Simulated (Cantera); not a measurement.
An isothermal, constant-pressure homogeneous reactor starts with H2 : O2 : N2 = 1.1 : 1 : 1.9 (molar parts), equivalence ratio 0.55, at 1400 K and 0.133 bar.

Computed with Cantera and the H2/O2 subset of GRI-Mech 3.0, which has no nitrogen chemistry. The temperature is held fixed by assumption; the heat of reaction is taken as removed at once.

x: mole fraction; the columns are a selection and need not sum to one.

```csv
t (s),x H2,x O2,x H2O2,x OH,x HO2
8.00e-6,0.275,0.250,5.08e-10,2.83e-8,(withheld)
5.50e-5,0.274,0.250,3.51e-8,6.81e-5,(withheld)
0.000378,0.0248,0.131,1.58e-6,0.0122,(withheld)
0.00260,0.00175,0.130,7.82e-7,0.00312,(withheld)
0.0179,3.58e-5,0.130,7.43e-8,0.000455,(withheld)
0.123,2.78e-6,0.130,9.97e-9,0.000129,(withheld)
0.846,1.10e-6,0.130,4.71e-9,8.11e-5,6.82e-8
5.82,1.10e-6,0.130,4.70e-9,8.10e-5,6.82e-8
40.0,1.10e-6,0.130,4.70e-9,8.10e-5,6.82e-8
```

**Question.** Fill in the missing entries.

**Answer.** 
- 8.00e-6, x HO2: 1.29e-7
- 5.50e-5, x HO2: 3.25e-6
- 0.000378, x HO2: 1.77e-5
- 0.00260, x HO2: 1.08e-5
- 0.0179, x HO2: 5.60e-7
- 0.123, x HO2: 8.08e-8
